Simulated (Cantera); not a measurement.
# Ignition delay

Mixture: CH4 : O2 : N2 = 1 : 2.74 : 9.32 (molar parts), equivalence ratio 0.73, at 22.7 atm, adiabatic and at constant pressure. Ignition delay is the time to a rise of 400 K.

Computed with Cantera and GRI-Mech 3.0 (53 species, 325 reactions). The pressure lies above the range GRI-Mech 3.0 was tuned for (to about 10 atm).

```csv
T0 (K),delay (ms)
1098,6.09
1198,1.59
1298,0.505
1398,0.184
1498,0.0736
1598,0.0319
1698,0.0149
1798,0.00747
1898,0.00402
```

```json
{
  "apparent activation energy between 1698 and 1898 K": "180 kJ/mol"
}
```
